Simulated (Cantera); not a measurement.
## Thermodynamics of silicon oxide and oxynitride deposition, feed HMDSO + N₂O

Input: 1 mol HMDSO, 0.29 mol N₂O, at 13300 Pa.

Equilibrium computed with Cantera from the NASA thermochemical tables; the gas is ideal and each condensed phase is pure. Candidate condensed phases: C, C₆H₆, C₇H₈, C₈H₁₈, H₂O, Si, SiC, SiO₂, Si₂N₂O, Si₃N₄; 151 gas species. The feed counts by its element totals alone. Mutual solubility and eutectic melting of coexisting phases are not modelled. The tables hold silica as quartz up to 1696 K and as liquid above; real silica turns to tridymite and cristobalite and melts near 1996 K. Equilibrium is a limit: real reactors are often held back by kinetics, nucleation or transport.

```tsv
T (K)	x H₂	x CH₄	x CO	x N₂	x SiO	x HCN	x H	x C₂H₂ (acetylene)	n C(graphite)	n SiC(s)	n SiO₂(α-quartz)	n Si₂N₂O(s)	n SiO₂(β-quartz)
598	0.239	0.761	<1e-12	<1e-12	<1e-12	<1e-12	<1e-12	<1e-12	1.19	0.920	0.500	0.290	0
748	0.751	0.249	3.92e-12	<1e-12	<1e-12	<1e-12	<1e-12	<1e-12	3.29	0.920	0.500	0.290	0
898	0.961	0.0394	1.46e-8	1.51e-12	<1e-12	1.01e-12	2.94e-10	5.05e-11	4.74	0.920	0	0.290	0.500
1048	0.992	0.00766	4.99e-6	2.16e-9	6.38e-10	5.01e-10	2.11e-8	3.91e-9	5.01	0.920	0	0.290	0.500
1198	0.997	0.00213	0.000388	4.90e-7	1.55e-7	5.10e-8	5.20e-7	9.87e-8	5.06	0.922	0	0.290	0.498
1348	0.988	0.000759	0.0113	3.26e-5	1.09e-5	1.82e-6	6.30e-6	1.19e-6	4.92	0.972	0	0.290	0.449
1498	0.897	0.000278	0.101	0.00149	0.000196	3.81e-5	4.46e-5	7.90e-6	3.54	1.45	0	0.275	0
1648	0.850	0.000129	0.122	0.0272	0.000418	0.000415	0.000225	3.80e-5	2.71	2.00	0	0	0
```
x: gas mole fraction; n: condensed amount in mol.

From 598 K to 748 K the condensed part is C(graphite) + SiC(s) + SiO₂(α-quartz) + Si₂N₂O(s). From 898 K to 1348 K the condensed part is C(graphite) + SiC(s) + SiO₂(β-quartz) + Si₂N₂O(s). At 1498 K the condensed part is C(graphite) + SiC(s) + Si₂N₂O(s). At 1648 K the condensed part is C(graphite) + SiC(s).
